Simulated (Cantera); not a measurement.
Input: 1 mol SiH2Cl2, 25 mol NH3, at 1598.15 K and 9.20 mbar.

Equilibrium computed with Cantera from the NASA thermochemical tables; the gas is ideal and each condensed phase is pure. Candidate condensed phases: NH4Cl, Si, Si3N4; 28 gas species. The numbers say what is thermodynamically allowed, not how fast it happens.

Base state: H2 0.731, N2 0.231, HCl 0.0357, SiCl2 0.00159, H 0.000475, Cl 1.84e-5 (mole fractions); condensed: Si3N4(s).

### Question
What changes in the equilibrium state with this change: temperature from 1598.15 K to 950 K?

### Answer
| species | before | after |
|---|---|---|
| H2 | 0.731 | 0.731 |
| N2 | 0.231 | 0.231 |
| HCl | 0.0357 | 0.0390 |
| SiCl2 | 0.00159 | 2.56e-9 |
| H | 0.000475 | 4.96e-9 |
| Cl | 1.84e-5 | <1e-9 |
| Si3N4(s), mol | 0.306 | 0.333 |
